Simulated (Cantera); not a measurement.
SiO₂ + F₂ (oxide etching and cleaning by halides)

Charge: 1 mol SiO₂, 0.58 mol F₂, equilibrated at 40.0 mbar.

Method: chemical equilibrium by Gibbs-energy minimisation in Cantera with the NASA 1993 tables (ideal gas, pure condensed phases). Candidate condensed phases: Si, SiO₂; 17 gas species. The tables' values for SiF₃ are old estimates; treat these amounts as uncertain. The tables hold silica as quartz up to 1696 K and as liquid above; real silica turns to tridymite and cristobalite and melts near 1996 K. Rates play no part.

From 627 °C to 1327 °C the condensed part is SiO₂(β-quartz). From 1427 °C to 1627 °C the condensed part is SiO₂(condensed). The main Si-bearing gas is SiF₄ throughout.

```csv
T (°C),x O₂,x SiF₄,x O,x SiF₃,x F,x SiO₂,x SiO,x SiF₂,n SiO₂(β-quartz),n SiO₂(condensed)
627,0.500,0.500,1.90e-11,<1e-12,2.25e-12,<1e-12,<1e-12,<1e-12,0.710,0
727,0.500,0.500,5.56e-10,<1e-12,7.25e-11,<1e-12,<1e-12,<1e-12,0.710,0
827,0.500,0.500,8.82e-9,2.98e-11,1.25e-9,<1e-12,<1e-12,<1e-12,0.710,0
927,0.500,0.500,8.86e-8,7.19e-10,1.34e-8,<1e-12,<1e-12,<1e-12,0.710,0
1027,0.500,0.500,6.25e-7,1.06e-8,1.00e-7,<1e-12,<1e-12,<1e-12,0.710,0
1127,0.500,0.500,3.35e-6,1.06e-7,5.65e-7,1.80e-12,<1e-12,<1e-12,0.710,0
1227,0.500,0.500,1.43e-5,7.72e-7,2.53e-6,5.34e-11,<1e-12,<1e-12,0.710,0
1327,0.500,0.500,5.13e-5,4.39e-6,9.42e-6,1.03e-9,3.01e-11,1.86e-11,0.710,0
1427,0.500,0.500,0.000158,2.02e-5,3.01e-5,1.39e-8,9.81e-10,3.42e-10,0,0.710
1527,0.500,0.500,0.000430,7.80e-5,8.53e-5,1.36e-7,2.09e-8,4.47e-9,0,0.710
1627,0.499,0.499,0.00105,0.000260,0.000217,1.04e-6,3.19e-7,4.42e-8,0,0.710
```
x: gas mole fraction; n: condensed amount in mol.
